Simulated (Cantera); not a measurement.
Ignition delay

Mixture: 6.28 % C3H8, 19.6 % O2, 74.1 % N2, equivalence ratio 1.6, at 280000 Pa, adiabatic and at constant pressure. Ignition delay is the time to a rise of 400 K.

Detailed kinetics in Cantera: GRI-Mech 3.0 (53 species, 325 reactions). GRI-Mech 3.0 was tuned for natural gas; its chemistry of propane as a main component is partial and can be far from experiment.

```
T0 (K)  delay (ms)
------  ----------
1100          30.9
1175          6.40
1250          1.49
1325         0.415
1400         0.140
1475        0.0573
1550        0.0276
1625        0.0153
```

```json
{
 "apparent activation energy between 1475 and 1625 K": "180 kJ/mol"
}
```
